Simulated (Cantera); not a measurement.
**Abatement and gas-phase synthesis: NH3 + O2**

Charge: 1 mol NH3, a varied amount of O2, at 1450 °C and 100 Torr.

These are equilibrium values from Cantera (NASA tables, ideal gas, pure condensed phases), not measurements of a reactor. Candidate condensed phases: H2O; 24 gas species. The numbers say what is thermodynamically allowed, not how fast it happens.

```json
[
 {"n(O2) (mol)": "0.13", "x H2O": "0.130", "x H2": "0.620", "x N2": "0.250", "x O2": "2.14e-10", "x OH": "4.52e-6", "x NO": "5.68e-8", "x H": "0.000393"},
 {"n(O2) (mol)": "0.18", "x H2O": "0.180", "x H2": "0.570", "x N2": "0.250", "x O2": "4.85e-10", "x OH": "6.53e-6", "x NO": "8.56e-8", "x H": "0.000377"},
 {"n(O2) (mol)": "0.26", "x H2O": "0.260", "x H2": "0.490", "x N2": "0.250", "x O2": "1.37e-9", "x OH": "1.02e-5", "x NO": "1.44e-7", "x H": "0.000350"},
 {"n(O2) (mol)": "0.37", "x H2O": "0.370", "x H2": "0.380", "x N2": "0.250", "x O2": "4.61e-9", "x OH": "1.64e-5", "x NO": "2.64e-7", "x H": "0.000308"},
 {"n(O2) (mol)": "0.53", "x H2O": "0.530", "x H2": "0.220", "x N2": "0.250", "x O2": "2.82e-8", "x OH": "3.09e-5", "x NO": "6.53e-7", "x H": "0.000234"},
 {"n(O2) (mol)": "0.76", "x H2O": "0.745", "x H2": "0.000734", "x N2": "0.248", "x O2": "0.00501", "x OH": "0.000753", "x NO": "0.000274", "x H": "1.35e-5"},
 {"n(O2) (mol)": "1.1", "x H2O": "0.637", "x H2": "0.000116", "x N2": "0.212", "x O2": "0.148", "x OH": "0.00162", "x NO": "0.00138", "x H": "5.37e-6"}
]
```
x: gas mole fraction; nothing condenses.

From 0.13 mol O2 to 1.1 mol O2 nothing is condensed.
